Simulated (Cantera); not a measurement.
# Premixed flame

A freely propagating, adiabatic, planar premixed flame of H2 : O2 : N2 = 1 : 0.208 : 0.783 (molar parts), equivalence ratio 2.4, unburnt at 300 K and 750 Torr; multicomponent transport, grid criteria slope 0.08 and curve 0.16, no radiation.

Computed with Cantera and the H2/O2 subset of GRI-Mech 3.0, which has no nitrogen chemistry. Burning velocities carry a grid error of a few per cent, more on coarse grids.

```
z (mm)   T (K)  u (m/s)   x H2     x O2      x OH     x HO2   x H2O2     x H2O
-------  -----  -------  -----  -------  --------  --------  -------  --------
-1.04      300     2.68  0.502    0.104     <1e-8     <1e-8    <1e-8     <1e-8
-0.693     300     2.68  0.502    0.104     <1e-8     <1e-8    <1e-8     <1e-8
-0.519     300     2.68  0.502    0.104     <1e-8     <1e-8    <1e-8   2.71e-8
-0.346     300     2.68  0.502    0.104     <1e-8   1.37e-7  1.74e-8   9.06e-7
-0.173     331     2.94  0.498    0.105   8.85e-6   9.19e-5  1.24e-5  0.000505
-0.0866    595     5.16  0.473   0.0990  0.000678  0.000313  8.96e-5    0.0188
0          979     8.26  0.416   0.0775  0.000675  0.000105  1.56e-5    0.0709
0.0866    1261     10.5  0.346   0.0406   0.00132   4.43e-5  9.81e-7     0.146
0.173     1415     11.7  0.304   0.0135   0.00153   1.41e-5  4.12e-7     0.198
0.346     1536     12.6  0.290  0.00110   0.00147   1.06e-6  1.98e-7     0.223
0.693     1634     13.4  0.297  7.88e-5   0.00148   8.25e-8  1.34e-7     0.227
1.39      1724     14.0  0.305  3.76e-5   0.00132   4.30e-8  7.78e-8     0.228
2.77      1798     14.5  0.312  1.83e-5   0.00104   2.30e-8  3.82e-8     0.230
```
x: mole fraction of selected species; z is measured from the peak of heat release.

The laminar burning velocity is 268 cm/s and the thermal thickness is 0.346 mm. The peak x(OH) is 0.00153. The peak x(HO2) comes out as 0.000436 and the peak x(H2O2) is 9.15e-5. The grid points is 129.
